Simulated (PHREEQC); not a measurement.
Make-up at 20 °C: 0.0065 mol CaSO4, 0.031 mol Na2SO4 and 0.086 mol MgSO4 per kg of water. Closed to the air; pH follows from the charge balance.

Computed with PHREEQC (ion-association model, phreeqc.dat).

```csv
quantity,before,after
pH,6.92,7.00
ionic strength (mol/kgw),0.254,0.0336
SO4-2 (mol/kgw),0.0687,0.00910
Na+ (mol/kgw),0.0568,0.00606
MgSO4 (mol/kgw),0.0466,0.00292
Mg+2 (mol/kgw),0.0394,0.00568
```

Task: Name the change that produced these shifts.
A) temperature from 20 to 15 °C
B) Na2SO4 from 0.031 to 0.0155 mol/kgw
C) CaSO4 replaced by Ca(HCO3)2 at the same molality
D) diluted 10-fold with water
E) CaSO4 replaced by Fe2(SO4)3 at the same molality

Result: D, diluted 10-fold with water

No solid was allowed to form.
